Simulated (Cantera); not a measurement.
Input: 1 mol V, 0.33 mol O₂, 0.43 mol N₂, held at 101000 Pa.

Cantera equilibrium calculation (NASA polynomials, part measured and part estimated; ideal gas, pure solids and liquids). Candidate condensed phases: V, VN, VO, V₂O₃, V₂O₄, V₂O₅; 13 gas species. Mutual solubility and eutectic melting of coexisting phases are not modelled. VN, VO: taken at fixed stoichiometry. Condensed phases not in the tables: the oxides between V₂O₃ and V₂O₅ other than VO₂, solid solutions among these carbides, nitrides and lower oxides, V₂N. Rates play no part.

x: gas mole fraction; n: condensed amount in mol.

| T (K) | x N₂ | x VO₂ | x VO | x NO | n VN(s) | n V₂O₃(s) | n VO(s) |
|---|---|---|---|---|---|---|---|
| 1498 | 1.00 | 6.28e-10 | 2.84e-11 | 5.97e-11 | 0.560 | 0.220 | 0 |
| 1548 | 1.00 | 2.17e-9 | 1.28e-10 | 1.47e-10 | 0.560 | 0.220 | 0 |
| 1598 | 1.00 | 6.90e-9 | 5.22e-10 | 3.43e-10 | 0.560 | 0.220 | 0 |
| 1648 | 1.00 | (withheld) | (withheld) | (withheld) | 0.560 | 0.220 | 0 |
| 1698 | 1.00 | (withheld) | (withheld) | (withheld) | 0.560 | 0.220 | 0 |
| 1748 | 1.00 | 1.43e-7 | 2.13e-8 | 3.19e-9 | 0.340 | 0 | 0.660 |
| 1798 | 1.00 | 2.91e-7 | 5.78e-8 | 5.62e-9 | 0.340 | 0 | 0.660 |

Question: What belongs in the gaps?

Answer: 
- 1698, x VO₂: 5.64e-8
- 1698, x VO: 6.72e-9
- 1698, x NO: 1.60e-9
- 1648, x VO₂: 2.04e-8
- 1648, x VO: 1.95e-9
- 1648, x NO: 7.57e-10
